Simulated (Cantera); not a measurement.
A perfectly stirred reactor is fed with CO : O₂ : H₂O : N₂ = 0.011 : 0.0095 : 0.00015 : 1 (molar parts), at 10.0 bar; it is held at 1323 K, and followed from long to short residence time.

Detailed kinetics in Cantera: GRI-Mech 3.0 (53 species, 325 reactions).

Q: What does this change do: 0.0026 parts H2 added?

A: 
```
quantity                 before    after
---------------------  --------  -------
x(CO) at τ = 7.60 s     7.57e-5  2.25e-5
x(O₂) at τ = 7.60 s     0.00397  0.00267
x(H₂O) at τ = 7.60 s   0.000147  0.00270
x(O) at τ = 7.60 s      6.30e-7  2.22e-7
x(HO₂) at τ = 7.60 s    1.45e-7  1.42e-7
x(CO) at τ = 38.0 ms    0.00482  0.00119
x(O₂) at τ = 38.0 ms    0.00633  0.00326
x(H₂O) at τ = 38.0 ms  0.000144  0.00266
x(O) at τ = 38.0 ms     8.98e-6  6.85e-6
x(HO₂) at τ = 38.0 ms   1.85e-6  3.20e-6
```
The hydrogen kinetics of GRI-Mech 3.0 are dated; newer H2 mechanisms differ, most at raised pressure.

Q: What does this change do: temperature 1323 to 850 K?

A: 
```json
[
 {"quantity": "x(CO) at τ = 7.60 s", "before": "7.57e-5", "after": "0.0108"},
 {"quantity": "x(O₂) at τ = 7.60 s", "before": "0.00397", "after": "0.00931"},
 {"quantity": "x(H₂O) at τ = 7.60 s", "before": "0.000147", "after": "0.000147"},
 {"quantity": "x(O) at τ = 7.60 s", "before": "6.30e-7", "after": "3.82e-12"},
 {"quantity": "x(HO₂) at τ = 7.60 s", "before": "1.45e-7", "after": "6.17e-10"},
 {"quantity": "x(CO) at τ = 38.0 ms", "before": "0.00482", "after": "0.0108"},
 {"quantity": "x(O₂) at τ = 38.0 ms", "before": "0.00633", "after": "0.00931"},
 {"quantity": "x(H₂O) at τ = 38.0 ms", "before": "0.000144", "after": "0.000147"},
 {"quantity": "x(O) at τ = 38.0 ms", "before": "8.98e-6", "after": "3.48e-12"},
 {"quantity": "x(HO₂) at τ = 38.0 ms", "before": "1.85e-6", "after": "2.90e-12"}
]
```
